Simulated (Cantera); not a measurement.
A freely propagating, adiabatic, planar premixed flame of 24.6 % H2, 19.8 % O2, 55.6 % N2, unburnt at 300 K and 9.87 atm; mixture-averaged transport, grid criteria slope 0.08 and curve 0.16, no radiation.

Detailed kinetics in Cantera: the H2/O2 subset of GRI-Mech 3.0, which has no nitrogen chemistry. The hydrogen kinetics of GRI-Mech 3.0 are dated; newer H2 mechanisms differ, most at raised pressure. Burning velocities carry a grid error of a few per cent, more on coarse grids. Lean hydrogen flames are cellular in practice and burn faster than this planar one.

x: mole fraction of selected species; z is measured from the peak of heat release.

```
z (mm)    T (K)  u (m/s)      x H2    x O2     x H2O       x O     x HO2    x H2O2
--------  -----  -------  --------  ------  --------  --------  --------  --------
-0.103      300    0.614     0.244   0.199   6.63e-6     <1e-8   1.30e-8   2.13e-8
-0.0687     303    0.613     0.237   0.201       [?]     <1e-8       [?]       [?]
-0.0515     312    0.623     0.223   0.204  0.000835     <1e-8   2.21e-6   3.55e-6
-0.0344     373    0.717     0.187   0.210   0.00854   3.48e-8   3.28e-5   4.30e-5
-0.0172     732     1.34     0.115   0.200    0.0648   6.73e-6  0.000635  0.000327
-0.00859   1139     2.05    0.0737   0.172     0.126  0.000186   0.00114  0.000372
0          1547     2.78    0.0378   0.136     0.192   0.00128  0.000658   3.08e-5
0.00859    1798     3.23    0.0164   0.109     0.233   0.00230  0.000289   5.75e-6
0.0172     1927     3.46       [?]  0.0975     0.251   0.00228       [?]       [?]
0.0344     2031     3.65   0.00267  0.0916     0.263   0.00134   5.13e-5   2.22e-6
0.0687     2082     3.73  0.000764  0.0907     0.268  0.000461   1.60e-5   1.15e-6
0.137      2098     3.76  0.000250  0.0909     0.270  0.000181   7.70e-6   7.32e-7
0.275      2101     3.76  0.000174  0.0910     0.271  0.000137   6.58e-6   6.63e-7
```

### Question
What belongs in the gaps?

### Answer

- -0.0687, x H2O: 0.000106
- -0.0687, x HO2: 2.39e-7
- -0.0687, x H2O2: 3.92e-7
- 0.0172, x H2: 0.00768
- 0.0172, x HO2: 0.000142
- 0.0172, x H2O2: 3.83e-6
